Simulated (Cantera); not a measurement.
Charge: 1 mol trisilylamine, 2.6 mol NH3, 12 mol H2.

Method: chemical equilibrium by Gibbs-energy minimisation in Cantera with the NASA 1993 tables (ideal gas, pure condensed phases). Candidate condensed phases: Si, Si3N4; 18 gas species. The feed counts by its element totals alone. Mutual solubility and eutectic melting of coexisting phases are not modelled. The numbers say what is thermodynamically allowed, not how fast it happens.

Stable condensed phases, one row left out:

```
T in °C \ P in Pa
              5     26    140    710   3700  19000 100000
   1825       A      A      B      B      B      B      B
   1775       A      A      B      B      B      B      B
   1725       A      A      B      B      B      B      B
   1625       A      B      B      B      B      B      C
   1575       A      B      B      B      B      B      C
   1525       B      B      B      B      B      C      C
   1475       B      B      B      B      B      C      C
   1425       B      B      B      B      C      C      C
   1375       B      B      B      B      C      C      C
```

A: gas only; B: Si; C: Si + Si3N4.

**Question.** Give the row for 1675 °C.

**Answer.** 5: gas only; 26: Si; 140: Si; 710: Si; 3700: Si; 19000: Si; 100000: Si.
